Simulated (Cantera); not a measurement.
A perfectly stirred reactor is fed with CH₄ : O₂ : N₂ = 1 : 2.5 : 9.4 (molar parts), equivalence ratio 0.80, at 8.70 bar; it is adiabatic with a 748 K inlet, and is followed from long to short residence time, starting on the burning branch (τ in s: 0.05, 0.029, 0.017, 0.01, 0.0059, 0.0034, 0.002, 0.0012, 0.00068, 0.0004, 0.00023, 0.00014, 7.9e-05).

Detailed kinetics in Cantera: GRI-Mech 3.0 (53 species, 325 reactions).

x: mole fraction; the columns are a selection and need not sum to one.

```csv
τ (s),T (K),x CH₄,x O₂,x NO,x CO₂,x H₂O₂
0.050,2319,7.48e-7,0.0367,0.00422,0.0755,4.01e-7
0.029,2320,1.27e-6,0.0371,0.00343,0.0755,4.05e-7
0.017,2321,2.13e-6,0.0375,0.00263,0.0754,4.10e-7
0.010,2322,3.55e-6,0.0379,0.00192,0.0753,4.15e-7
0.0059,2322,5.86e-6,0.0382,0.00135,0.0752,4.22e-7
0.0034,2320,(withheld),0.0386,(withheld),0.0750,4.31e-7
0.0020,2317,(withheld),0.0389,(withheld),0.0746,4.43e-7
0.0012,2311,2.48e-5,0.0392,0.000450,0.0741,4.61e-7
0.00068,2302,3.98e-5,0.0397,0.000320,0.0732,4.93e-7
0.00040,2289,6.05e-5,0.0403,0.000241,0.0720,5.39e-7
0.00023,2271,9.25e-5,0.0412,0.000185,0.0703,6.08e-7
0.00014,2249,0.000135,0.0423,0.000147,0.0682,6.94e-7
7.9e-5,2217,0.000210,0.0439,0.000113,0.0652,8.24e-7
```

Problem. Fill in the missing entries.

Solution. 
- 0.0034, x CH₄: 9.81e-6
- 0.0034, x NO: 0.000916
- 0.0020, x CH₄: 1.59e-5
- 0.0020, x NO: 0.000631
